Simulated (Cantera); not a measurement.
Input: 1 mol CO, 0.035 mol O2, 0.55 mol H2, held at 92.0 mbar.

These are equilibrium values from Cantera (NASA tables, ideal gas, pure condensed phases), not measurements of a reactor. Candidate condensed phases: C, C6H6, C7H8, C8H18, H2O; 110 gas species. The numbers say what is thermodynamically allowed, not how fast it happens.

Problem. At 898 K, list the 5 most abundant gas species with their mole fractions, and the condensed phases.

Solution. CO 0.482, H2 0.350, CO2 0.125, H2O 0.0392, CH4 0.00361. Condensed: C(graphite).
